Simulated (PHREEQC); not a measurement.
NaOH is added in steps, without added water, to 1 kg of water holding 8.7 mmol/kgw AgNO3 and 18 mmol/kgw NaNO3, at 20 °C. O2 is buffered at 0.21 atm. The system is closed to CO2. No solid was allowed to form.

Base run: PHREEQC, ion-association model, wateq4f.dat. Each further column changes one thing. The table gives Ag+ (mol/kgw).

```tsv
NaOH added (mol)	base	metal-ligand complexes left out	all activity coefficients set to 1	Debye-Hückel limiting law	Davies equation for every ion
0	0.00861	0.00870	0.00858	0.00862	0.00861
0.002625	0.00745	0.00751	0.00725	0.00748	0.00744
0.004594	0.00666	0.00671	0.00637	0.00671	0.00665
0.007219	0.00570	0.00575	0.00533	0.00578	0.00569
0.009187	0.00506	0.00509	0.00464	0.00514	0.00505
0.01181	0.00428	0.00431	0.00382	0.00438	0.00427
0.01378	0.00376	0.00379	0.00329	0.00387	0.00375
0.01641	0.00316	0.00317	0.00268	0.00327	0.00314
0.01837	0.00276	0.00277	0.00228	0.00287	0.00274
0.021	0.00230	0.00231	0.00185	0.00241	0.00228
```

In at least one series the solution becomes supersaturated in solids that the run did not let form, among them Ag2O.
